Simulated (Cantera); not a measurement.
Feed: 1 mol CH₃SiH₃, 0.88 mol HCl, 27 mol H₂, 0.015 mol CH₄, equilibrated at 1825 K and 133 Pa.

These are equilibrium values from Cantera (NASA tables, ideal gas, pure condensed phases), not measurements of a reactor. Candidate condensed phases: C, C₆H₆, C₇H₈, C₈H₁₈, Si, SiC; 109 gas species. The feed counts by its element totals alone. Equilibrium is a limit: real reactors are often held back by kinetics, nucleation or transport.

Problem. What is the equilibrium state?

Solution. 
```
Quantity                               Result
--------------------------------  -----------
x(H₂)                                   0.960
x(HCl)                                 0.0279
x(H)                                   0.0118
x(Cl)                                0.000262
x(C₂H₂ (acetylene))                  0.000206
x(Si)                                 9.20e-5
x(SiCl₂)                              6.53e-5
x(SiCl)                               7.15e-6
x(SiH)                                3.50e-6
n(C(graphite))                    0.00738 mol
n(SiC(s))                           0.995 mol
gas amount                          31.10 mol
log10 activity of Si(l) (absent)        -1.57
```
